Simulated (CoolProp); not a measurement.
Values from CoolProp's reference Helmholtz-energy equation of state, Penoncello 2003.

Q: For CHF3 (R23), give the phase and the Prandtl number at 105.45 °C and 123 kPa; 185.75 °C and 123 kPa.

A: 
- 105.45 °C and 123 kPa: gas; Prandtl number 0.877
- 185.75 °C and 123 kPa: gas; Prandtl number 0.935

Viscosity comes from a separate model (Shan 2000). Thermal conductivity comes from a separate model (Shan 2000).
